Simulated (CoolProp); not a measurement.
A single-stage vapour-compression cycle with the fluid: evaporating at 308.15 K (dew point), condensing at 338.15 K (bubble point), superheat 2 K, subcooling 8 K, compressor efficiency 0.7, no pressure losses. The same conditions are run with several fluids, on thermodynamics alone (safety and materials aside).

Values from CoolProp's reference Helmholtz-energy equation of state of each fluid (ethanol: Schroeder 2014; 1,2-dichloroethane: Thol 2015; R124: de Vries 1995; isohexane: Lemmon 2006; chloromethane (R40): Thol 2014; R115: Lemmon 2016).

Rank ethanol, 1,2-dichloroethane, R124, isohexane, chloromethane (R40), R115 by cooling COP, highest first.

1,2-dichloroethane (6.94), ethanol (6.86), isohexane (6.76), chloromethane (R40) (6.54), R124 (6.41), R115 (5.50)

```json
[
 {"fluid": "ethanol", "pressure ratio": "4.23", "discharge temperature (K)": "389.5", "refrigerating effect (kJ/kg)": "855", "volumetric capacity (kJ/m³)": "212"},
 {"fluid": "1,2-dichloroethane", "pressure ratio": "3.28", "discharge temperature (K)": "364.9", "refrigerating effect (kJ/kg)": "322", "volumetric capacity (kJ/m³)": "207"},
 {"fluid": "R124", "pressure ratio": "2.18", "discharge temperature (K)": "343.1", "refrigerating effect (kJ/kg)": "116", "volumetric capacity (kJ/m³)": "3630"},
 {"fluid": "isohexane", "pressure ratio": "2.80", "discharge temperature (K)": "338.1", "refrigerating effect (kJ/kg)": "293", "volumetric capacity (kJ/m³)": "422"},
 {"fluid": "chloromethane (R40)", "pressure ratio": "2.09", "discharge temperature (K)": "373.7", "refrigerating effect (kJ/kg)": "326", "volumetric capacity (kJ/m³)": "5590"},
 {"fluid": "R115", "pressure ratio": "1.97", "discharge temperature (K)": "341.9", "refrigerating effect (kJ/kg)": "62.7", "volumetric capacity (kJ/m³)": "5750"}
]
```

The compression ends wet for: isohexane.
